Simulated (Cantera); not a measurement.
Cantera run, input and output.

```python
import numpy as np
import cantera as ct

gas = ct.Solution("gri30.yaml")
gas.TPX = 1973, 470000, {'CH4': 1, 'H2O': 0.36}
reactor = ct.IdealGasConstPressureReactor(gas, energy="off", clone=False)
net = ct.ReactorNet([reactor])
net.rtol, net.atol = 1e-08, 1e-18
show = ['CH4', 'H2O', 'CH2', 'H', 'HO2']
times = np.geomspace(3e-06, 300, 12)

steps = ct.SolutionArray(gas, extra=["t"])
rows = []
print(f"{'t/s':>10s}{'T/K':>9s}{'P/Pa':>11s}" + "".join(f"{s:>11s}" for s in show))
for t in times:
    while net.time < t:
        t_next = net.step()
        steps.append(gas.state, t=t_next)
    rows.append([np.interp(t, steps.t, y) for y in (steps.T, steps.P, *steps(*show).X.T)])
    print(f"{t:10.3e}{rows[-1][0]:9.1f}{rows[-1][1]:11.4g}" + "".join(f"{x:11.3e}" for x in rows[-1][2:]))
rate = np.gradient(steps.T, steps.t)
print("integrator steps:", len(steps.t))
if steps.T.max() > steps.T[0] + 200:
    print(f"time of steepest temperature rise: {steps.t[rate.argmax()]:.4e} s")
gas.TPX = 1973, 470000, {'CH4': 1, 'H2O': 0.36}
gas.equilibrate("TP")
print(f"equilibrium (TP): T = {gas.T:.1f} K  " + "  ".join(f"{s} {gas[s].X[0]:.3e}" for s in show))
```

Output:

```
       t/s      T/K       P/Pa        CH4        H2O        CH2          H        HO2
 3.000e-06   1973.0    4.7e+05  7.102e-01  2.628e-01  4.809e-06  3.975e-05  1.214e-12
 1.601e-05   1973.0    4.7e+05  5.488e-01  2.439e-01  8.360e-06  1.728e-04  3.404e-12
 8.544e-05   1973.0    4.7e+05  2.619e-01  1.923e-01  3.681e-06  3.344e-04  1.947e-12
 4.560e-04   1973.0    4.7e+05  8.778e-02  1.554e-01  1.819e-06  4.491e-04  1.421e-12
 2.433e-03   1973.0    4.7e+05  3.230e-02  1.127e-01  1.007e-06  5.081e-04  8.242e-13
 1.299e-02   1973.0    4.7e+05  2.245e-02  4.009e-02  4.696e-07  5.283e-04  9.617e-14
 6.930e-02   1973.0    4.7e+05  1.763e-02  9.885e-04  2.407e-07  5.375e-04  5.633e-17
 3.699e-01   1973.0    4.7e+05  1.750e-02  3.946e-06  2.353e-07  5.377e-04  1.070e-21
 1.974e+00   1973.0    4.7e+05  1.750e-02  3.946e-06  2.353e-07  5.377e-04  1.070e-21
 1.053e+01   1973.0    4.7e+05  1.750e-02  3.946e-06  2.353e-07  5.377e-04  1.070e-21
 5.621e+01   1973.0    4.7e+05  1.750e-02  3.946e-06  2.353e-07  5.377e-04  1.070e-21
 3.000e+02   1973.0    4.7e+05  1.750e-02  3.946e-06  2.353e-07  5.377e-04  1.070e-21
integrator steps: 1761
equilibrium (TP): T = 1973.0 K  CH4 1.750e-02  H2O 3.977e-06  CH2 2.354e-07  H 5.377e-04  HO2 1.086e-21
```

Model: GRI-Mech 3.0 (53 species, 325 reactions), integrated in Cantera. GRI-Mech 3.0 stops at C3 and has no aromatics, soot or wall deposition, so with more carbon than oxygen in the feed, carbon stays in small species such as C2H2 where larger ones or solid carbon would form.
